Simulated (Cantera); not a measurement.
Thermodynamics of nitride etching, feed BN + O2 + N2

Charge: 1 mol BN, 0.38 mol O2, 0.36 mol N2.

Equilibrium computed with Cantera from the NASA thermochemical tables; the gas is ideal and each condensed phase is pure. Candidate condensed phases: B, BN, B2O3; 17 gas species. Mutual solubility and eutectic melting of coexisting phases are not modelled. Kinetics and transport are ignored.

Map the stable condensed phases over T = 873, 973, 1073, 1173, 1273, 1373, 1473, 1573, 1673, 1773, 1873, 1973 K and P in Pa = 1, 3.6, 13, 46, 170, 600, 2200, 7700, 28000, 100000.


```
T in K \ P in Pa
              1    3.6     13     46    170    600   2200   7700  28000 100000
   1973       A      A      A      B      B      B      B      B      C      C
   1873       A      B      B      B      B      B      B      C      C      C
   1773       B      B      B      B      B      B      C      C      C      C
   1673       B      B      B      B      B      C      C      C      C      C
   1573       B      B      B      C      C      C      C      C      C      C
   1473       B      B      C      C      C      C      C      C      C      C
   1373       C      C      C      C      C      C      C      C      C      C
   1273       C      C      C      C      C      C      C      C      C      C
   1173       C      C      C      C      C      C      C      C      C      C
   1073       C      C      C      C      C      C      C      C      C      C
    973       C      C      C      C      C      C      C      C      C      C
    873       C      C      C      C      C      C      C      C      C      C
```
A: B; B: BN; C: BN + B2O3.
